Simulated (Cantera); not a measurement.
An isothermal, constant-pressure homogeneous reactor starts with 47.6 % NO, 52.4 % N2, at 2125 K and 0.0267 bar.

Model: GRI-Mech 3.0 (53 species, 325 reactions), integrated in Cantera. Radical loss at walls, strong at low pressure, is not modelled.

Task: Predict: x(NO) at 2.00 s; x(O2) at 2.00 s; x(O) at 2.00 s; x(N2) at 2.00 s; x(N2O) at 2.00 s; x(NO2) at 2.00 s.

Result: 
```
Property                                            Value
----------------  ---------------------------------------
x(NO) at 2.00 s      0.211 (gas-phase equilibrium 0.0109)
x(O2) at 2.00 s       0.130 (gas-phase equilibrium 0.230)
x(O) at 2.00 s    0.00376 (gas-phase equilibrium 0.00488)
x(N2) at 2.00 s       0.655 (gas-phase equilibrium 0.755)
x(N2O) at 2.00 s  1.20e-5 (gas-phase equilibrium 9.69e-8)
x(NO2) at 2.00 s  3.80e-5 (gas-phase equilibrium 2.63e-6)
```
